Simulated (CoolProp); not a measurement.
Saturation properties of R365MFC (Tc = 186.9 °C, pc = 3.266 MPa, ω = 0.377).

The numbers come from the reference Helmholtz-energy equation of state, Lemmon 2016 in CoolProp.

```
T (°C)   p (MPa)  vapour density (kg/m³)  enthalpy of vaporisation (kJ/kg)  liquid cp (kJ/(kg K))  surface tension (mN/m)
------  --------  ----------------------  --------------------------------  ---------------------  ----------------------
-12.45  0.009553                  0.6581                             211.6                  1.310                    19.4
0.55     0.01896                   1.251                             206.0                  1.332                    17.9
13.65    0.03509                   2.226                             200.4                  1.355                    16.4
26.65    0.06066                   3.721                             194.5                  1.380                    14.9
39.75    0.09972                   5.945                             188.4                  1.407                    13.4
52.85     0.1564                   9.113                             181.9                  1.436                    12.0
65.85     0.2350                   13.46                             174.9                  1.467                    10.6
78.95     0.3419                   19.37                             167.4                  1.502                    9.24
91.95     0.4813                   27.18                             159.4                  1.542                    7.91
105.05    0.6618                   37.54                             150.5                  1.588                    6.61
118.05    0.8877                   51.06                             140.9                  1.644                    5.36
131.15     1.170                   69.12                             129.9                  1.717                    4.15
144.25     1.518                   93.60                             117.2                  1.820                    3.00
157.25     1.937                   127.9                             101.9                  1.991                    1.93
```

It boils at 40.2 °C under 1 atm.

Surface tension comes from a separate correlation (Mulero 2012).
